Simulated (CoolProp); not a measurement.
Vapour-liquid equilibrium of dimethyl carbonate (1) + n-heptane (2) at 0.0137 MPa; x and y are mole fractions of (1).

Values from CoolProp's multi-fluid Helmholtz-energy mixture model, Zhou 2011 and Span 2003; pair parameters Bell 2016.

```json
[
 {"x": "0.05", "bubble temperature (°C)": "37.7", "y at the bubble point": "0.224", "dew temperature at overall composition x (°C)": "41.4", "liquid density (mol/L)": "6.815"},
 {"x": "0.15", "bubble temperature (°C)": "32.8", "y at the bubble point": "0.429", "dew temperature at overall composition x (°C)": "39.3", "liquid density (mol/L)": "7.164"},
 {"x": "0.25", "bubble temperature (°C)": "30.8", "y at the bubble point": "0.512", "dew temperature at overall composition x (°C)": "37.1", "liquid density (mol/L)": "7.521"},
 {"x": "0.35", "bubble temperature (°C)": "30.0", "y at the bubble point": "0.550", "dew temperature at overall composition x (°C)": "34.7", "liquid density (mol/L)": "7.904"},
 {"x": "0.45", "bubble temperature (°C)": "29.7", "y at the bubble point": "0.566", "dew temperature at overall composition x (°C)": "32.3", "liquid density (mol/L)": "8.323"},
 {"x": "0.55", "bubble temperature (°C)": "29.7", "y at the bubble point": "0.572", "dew temperature at overall composition x (°C)": "30.0", "liquid density (mol/L)": "8.790"},
 {"x": "0.65", "bubble temperature (°C)": "29.7", "y at the bubble point": "0.576", "dew temperature at overall composition x (°C)": "31.0", "liquid density (mol/L)": "9.312"},
 {"x": "0.75", "bubble temperature (°C)": "29.9", "y at the bubble point": "0.589", "dew temperature at overall composition x (°C)": "33.1", "liquid density (mol/L)": "9.899"},
 {"x": "0.85", "bubble temperature (°C)": "30.7", "y at the bubble point": "0.633", "dew temperature at overall composition x (°C)": "35.1", "liquid density (mol/L)": "10.55"},
 {"x": "0.95", "bubble temperature (°C)": "33.9", "y at the bubble point": "0.787", "dew temperature at overall composition x (°C)": "37.1", "liquid density (mol/L)": "11.26"}
]
```

y crosses x between x = 0.55 and 0.65: the model has an azeotrope there.

The pair parameters rest on a limited set of measurements; away from them the model extrapolates.
